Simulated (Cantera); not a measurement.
Input (Python, Cantera):

```python
import numpy as np
import cantera as ct

gas = ct.Solution("gri30.yaml")
gas.TPX = 650, 280000, {'C2H6': 1, 'O2': 2.19, 'N2': 8.22, 'H2O': 1.9}
inlet = ct.Reservoir(gas, clone=True)
gas.equilibrate("HP")  # start burning
reactor = ct.IdealGasConstPressureReactor(gas, energy="on", clone=False)
exhaust = ct.Reservoir(gas, clone=True)
tau = [0.2, 0.085, 0.037, 0.016, 0.007, 0.003, 0.0013, 0.00058, 0.00025, 0.00011, 4.7e-05, 2.1e-05][0]
for a, b in ((inlet, reactor), (reactor, exhaust)):
    ct.MassFlowController(a, b, mdot=lambda t: reactor.mass / tau)
net = ct.ReactorNet([reactor])
show = ['C2H6', 'O2', 'H2O', 'N2O', 'H2', 'CH2CO']

rows = []
print(f"{'tau/s':>10s}{'T/K':>9s}" + "".join(f"{s:>11s}" for s in show))
for tau in [0.2, 0.085, 0.037, 0.016, 0.007, 0.003, 0.0013, 0.00058, 0.00025, 0.00011, 4.7e-05, 2.1e-05]:
    net.initial_time = 0.0
    net.advance(30 * tau)
    before = gas.X
    net.advance(40 * tau)
    drift = np.max(np.abs(gas.X - before) / (gas.X + 1e-9))
    rows.append([gas.T, *gas[show].X, drift])
    print(f"{tau:10.3e}{gas.T:9.1f}" + "".join(f"{x:11.3e}" for x in gas[show].X))
```

Output:

```
     tau/s      T/K       C2H6         O2        H2O        N2O         H2      CH2CO
 2.000e-01   1955.4  7.544e-07  7.172e-05  2.355e-01  1.890e-09  8.692e-02  1.608e-06
 8.500e-02   1958.0  1.824e-06  1.551e-04  2.371e-01  2.398e-09  8.432e-02  3.939e-06
 3.700e-02   1960.4  4.168e-06  3.172e-04  2.393e-01  2.853e-09  8.081e-02  8.784e-06
 1.600e-02   1961.0  9.235e-06  6.255e-04  2.419e-01  3.521e-09  7.670e-02  1.820e-05
 7.000e-03   1957.7  1.962e-05  1.167e-03  2.444e-01  4.634e-09  7.266e-02  3.461e-05
 3.000e-03   1947.8  4.170e-05  2.126e-03  2.467e-01  6.387e-09  6.891e-02  6.206e-05
 1.300e-03   1928.3  8.856e-05  3.801e-03  2.484e-01  8.811e-09  6.540e-02  1.043e-04
 5.800e-04   1891.7  1.983e-04  6.984e-03  2.496e-01  1.243e-08  6.146e-02  1.753e-04
 2.500e-04   1781.2  7.180e-04  1.727e-02  2.477e-01  2.364e-08  5.496e-02  4.484e-04
 1.100e-04    650.0  7.513e-02  1.645e-01  1.427e-01  1.536e-22  2.796e-16  1.061e-17
 4.700e-05    650.0  7.513e-02  1.645e-01  1.427e-01  2.822e-25  5.136e-19  1.949e-20
 2.100e-05    650.0  7.513e-02  1.645e-01  1.427e-01  1.784e-26  3.244e-20  1.231e-21
```

Model: GRI-Mech 3.0 (53 species, 325 reactions), integrated in Cantera.
